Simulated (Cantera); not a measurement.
A freely propagating, adiabatic, planar premixed flame of H2 : O2 : N2 = 1 : 0.2 : 0.752 (molar parts), equivalence ratio 2.5, unburnt at 723 K and 1.78 atm; mixture-averaged transport, grid criteria slope 0.08 and curve 0.16, no radiation.

Computed with Cantera and the H2/O2 subset of GRI-Mech 3.0, which has no nitrogen chemistry. Burning velocities carry a grid error of a few per cent, more on coarse grids.

```tsv
quantity	before	after
laminar burning velocity	1250 cm/s	1090 cm/s
thermal thickness	0.240 mm	0.233 mm
peak x(HO2)	0.000273	0.000310
peak x(H)	0.0836	0.0794
peak x(OH)	0.00327	0.00299
```

Q: Name the change that produced these shifts.
A. O2 0.2 to 0.26 parts
B. inlet temperature 723 to 675 K
C. inlet temperature 723 to 475 K
D. inlet temperature 723 to 350 K

A: B, inlet temperature 723 to 675 K
